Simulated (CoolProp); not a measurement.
A simple Rankine cycle with R152A: condensing at 311.15 K, boiler at 2.21 MPa, turbine inlet 499 K, turbine efficiency 0.7, pump efficiency 0.8, no recuperator. Each further row changes one setting.

The numbers come from the reference Helmholtz-energy equation of state, Outcalt 1996 in CoolProp. It is a modified Benedict-Webb-Rubin equation, recast in Helmholtz form.

```json
[
 {"case": "as stated", "thermal efficiency (%)": "…", "net work (kJ/kg)": "35.4", "heat in (kJ/kg)": "505", "turbine exit temperature (K)": "…", "volume ratio over the turbine": "…"},
 {"case": "condensing temperature 303.15 K", "thermal efficiency (%)": "8.4", "net work (kJ/kg)": "…", "heat in (kJ/kg)": "520", "turbine exit temperature (K)": "458.6", "volume ratio over the turbine": "3.07"},
 {"case": "boiler pressure 1.55 MPa", "thermal efficiency (%)": "4.5", "net work (kJ/kg)": "23.1", "heat in (kJ/kg)": "…", "turbine exit temperature (K)": "…", "volume ratio over the turbine": "1.76"},
 {"case": "turbine efficiency 0.6", "thermal efficiency (%)": "…", "net work (kJ/kg)": "30.1", "heat in (kJ/kg)": "505", "turbine exit temperature (K)": "469.4", "volume ratio over the turbine": "2.51"}
]
```

### Question
Fill in the missing entries.

### Answer

- as stated, thermal efficiency (%): 7.0
- as stated, turbine exit temperature (K): 465.7
- as stated, volume ratio over the turbine: 2.48
- condensing temperature 303.15 K, net work (kJ/kg): 43.7
- boiler pressure 1.55 MPa, heat in (kJ/kg): 512
- boiler pressure 1.55 MPa, turbine exit temperature (K): 478.8
- turbine efficiency 0.6, thermal efficiency (%): 6.0
